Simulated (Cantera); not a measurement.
An isothermal, constant-pressure homogeneous reactor starts with NO : N₂ = 1 : 13 (molar parts), at 1548 K and 10.00 Torr. Integrator tolerance rtol = 1e-08.

Detailed kinetics in Cantera: GRI-Mech 3.0 (53 species, 325 reactions). Radical loss at walls, strong at low pressure, is not modelled.

Task: What does this change do: temperature 1548 to 2148 K?

Result: 
```csv
quantity,before,after
x(NO) at 200 s,0.0709 (gas-phase equilibrium 0.000700),0.00482 (gas-phase equilibrium 0.00482)
x(NO₂) at 200 s,1.96e-6 (gas-phase equilibrium 1.54e-7),2.96e-7 (gas-phase equilibrium 2.96e-7)
x(N₂O) at 200 s,1.66e-6 (gas-phase equilibrium 5.41e-9),3.42e-8 (gas-phase equilibrium 3.42e-8)
x(N₂) at 200 s,0.929 (gas-phase equilibrium 0.964),0.960 (gas-phase equilibrium 0.960)
x(O) at 200 s,2.00e-6 (gas-phase equilibrium 1.25e-5),0.00299 (gas-phase equilibrium 0.00299)
x(O₂) at 200 s,0.000254 (gas-phase equilibrium 0.0354),0.0318 (gas-phase equilibrium 0.0318)
```

Task: What does this change do: pressure from 10.00 Torr to 1.10 bar?

Result: 
| quantity | before | after |
|---|---|---|
| x(NO) at 200 s | 0.0709 (gas-phase equilibrium 0.000700) | 0.0458 (gas-phase equilibrium 0.000701) |
| x(NO₂) at 200 s | 1.96e-6 (gas-phase equilibrium 1.54e-7) | 5.54e-5 (gas-phase equilibrium 1.40e-6) |
| x(N₂O) at 200 s | 1.66e-6 (gas-phase equilibrium 5.41e-9) | 7.68e-7 (gas-phase equilibrium 4.92e-8) |
| x(N₂) at 200 s | 0.929 (gas-phase equilibrium 0.964) | 0.941 (gas-phase equilibrium 0.964) |
| x(O) at 200 s | 2.00e-6 (gas-phase equilibrium 1.25e-5) | 8.38e-7 (gas-phase equilibrium 1.38e-6) |
| x(O₂) at 200 s | 0.000254 (gas-phase equilibrium 0.0354) | 0.0127 (gas-phase equilibrium 0.0354) |
